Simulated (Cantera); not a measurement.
A Cantera script and its output.

```python
import numpy as np
import cantera as ct

gas = ct.Solution("h2o2.yaml")
gas.TPX = 300, 82000, {'H2': 1, 'O2': 0.179, 'N2': 0.671}
flame = ct.FreeFlame(gas, width=0.046)
flame.set_refine_criteria(ratio=3, slope=0.08, curve=0.16)
flame.transport_model = "mixture-averaged"
flame.solve(loglevel=0, auto=True)
z, T = flame.grid, flame.T
thick = (T[-1] - T[0]) / np.gradient(T, z).max()
show = ['H2', 'O2', 'H', 'O', 'H2O2', 'OH']
print(f"laminar burning velocity  {flame.velocity[0] * 100:.3f} cm/s")
print(f"burnt temperature         {T[-1]:.1f} K")
print(f"thermal thickness         {thick * 1e3:.4f} mm")
print(f"grid points               {len(z)}")
z0 = z[flame.heat_release_rate.argmax()]
print(f"{'z/mm':>9s}{'T/K':>9s}{'u/(m/s)':>9s}" + "".join(f"{s:>11s}" for s in show))
rows = []
for k in (-3, -2, -1.5, -1, -0.5, -0.25, 0, 0.25, 0.5, 1, 2, 4, 8):
    zz = z0 + k * thick
    rows.append([k * thick, np.interp(zz, z, T), np.interp(zz, z, flame.velocity),
                 *(np.interp(zz, z, flame.X[gas.species_index(s)]) for s in show)])
    print(f"{rows[-1][0] * 1e3:9.3f}{rows[-1][1]:9.1f}{rows[-1][2]:9.3f}" + "".join(f"{x:11.3e}" for x in rows[-1][3:]))
```

It prints:

```
laminar burning velocity  243.690 cm/s
burnt temperature         1812.4 K
thermal thickness         0.4664 mm
grid points               119
     z/mm      T/K  u/(m/s)         H2         O2          H          O       H2O2         OH
   -1.399    300.0    2.437  5.405e-01  9.676e-02  5.049e-17  5.878e-13  4.053e-13  8.248e-16
   -0.933    300.0    2.437  5.405e-01  9.676e-02  2.592e-15  2.242e-11  2.747e-11  5.065e-14
   -0.700    300.0    2.437  5.405e-01  9.676e-02  1.271e-13  3.685e-10  7.598e-10  3.271e-12
   -0.466    300.7    2.442  5.403e-01  9.681e-02  3.490e-11  7.817e-09  3.051e-08  9.470e-10
   -0.233    336.6    2.706  5.346e-01  9.770e-02  3.741e-06  1.469e-06  1.493e-05  9.584e-06
   -0.117    594.5    4.636  5.068e-01  9.236e-02  2.328e-03  8.789e-05  7.308e-05  5.320e-04
    0.000    953.4    7.247  4.544e-01  7.200e-02  1.700e-02  5.500e-04  1.080e-05  4.921e-04
    0.117   1213.7    9.158  3.955e-01  3.794e-02  3.915e-02  1.185e-03  5.807e-07  8.786e-04
    0.233   1355.2   10.224  3.603e-01  1.297e-02  5.196e-02  7.677e-04  2.132e-07  9.333e-04
    0.466   1466.8   11.033  3.484e-01  1.053e-03  5.156e-02  1.636e-04  8.919e-08  8.233e-04
    0.933   1556.2   11.637  3.547e-01  4.045e-05  4.095e-02  8.170e-05  6.528e-08  8.273e-04
    1.866   1638.4   12.180  3.625e-01  1.322e-05  2.944e-02  4.974e-05  4.199e-08  7.471e-04
    3.731   1705.9   12.617  3.693e-01  6.496e-06  1.952e-02  2.485e-05  2.184e-08  5.873e-04
```

Computed with Cantera and the H2/O2 subset of GRI-Mech 3.0, which has no nitrogen chemistry. Burning velocities carry a grid error of a few per cent, more on coarse grids.
